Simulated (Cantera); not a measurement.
Input (Python, Cantera):

```python
import numpy as np
import cantera as ct

gas = ct.Solution("gri30.yaml")
gas.TPX = 1050, 67000, {'CO': 0.0059, 'O2': 0.018, 'H2O': 0.00029, 'N2': 1}
inlet = ct.Reservoir(gas, clone=True)

reactor = ct.IdealGasConstPressureReactor(gas, energy="off", clone=False)
exhaust = ct.Reservoir(gas, clone=True)
tau = [4.8, 1.3, 0.33, 0.088, 0.023, 0.0061, 0.0016, 0.00042, 0.00011][0]
for a, b in ((inlet, reactor), (reactor, exhaust)):
    ct.MassFlowController(a, b, mdot=lambda t: reactor.mass / tau)
net = ct.ReactorNet([reactor])
show = ['CO', 'O2', 'H2O', 'O', 'NO']

rows = []
print(f"{'tau/s':>10s}{'T/K':>9s}" + "".join(f"{s:>11s}" for s in show))
for tau in [4.8, 1.3, 0.33, 0.088, 0.023, 0.0061, 0.0016, 0.00042, 0.00011]:
    net.initial_time = 0.0
    net.advance(30 * tau)
    before = gas.X
    net.advance(40 * tau)
    drift = np.max(np.abs(gas.X - before) / (gas.X + 1e-9))
    rows.append([gas.T, *gas[show].X, drift])
    print(f"{tau:10.3e}{gas.T:9.1f}" + "".join(f"{x:11.3e}" for x in gas[show].X))
```

Output:

```
     tau/s      T/K         CO         O2        H2O          O         NO
 4.800e+00   1050.0  6.865e-04  1.507e-02  2.827e-04  6.283e-06  1.661e-07
 1.300e+00   1050.0  1.512e-03  1.547e-02  2.816e-04  1.321e-05  7.851e-08
 3.300e-01   1050.0  3.000e-03  1.620e-02  2.800e-04  2.413e-05  2.626e-08
 8.800e-02   1050.0  4.590e-03  1.698e-02  2.792e-04  3.160e-05  5.242e-09
 2.300e-02   1050.0  5.560e-03  1.747e-02  2.809e-04  2.047e-05  2.618e-10
 6.100e-03   1050.0  5.761e-03  1.757e-02  2.832e-04  1.346e-09  2.565e-18
 1.600e-03   1050.0  5.761e-03  1.757e-02  2.832e-04  3.389e-10  1.644e-19
 4.200e-04   1050.0  5.761e-03  1.757e-02  2.832e-04  9.039e-11  1.131e-20
 1.100e-04   1050.0  5.761e-03  1.757e-02  2.832e-04  2.390e-11  7.439e-22
```

Model: GRI-Mech 3.0 (53 species, 325 reactions), integrated in Cantera.
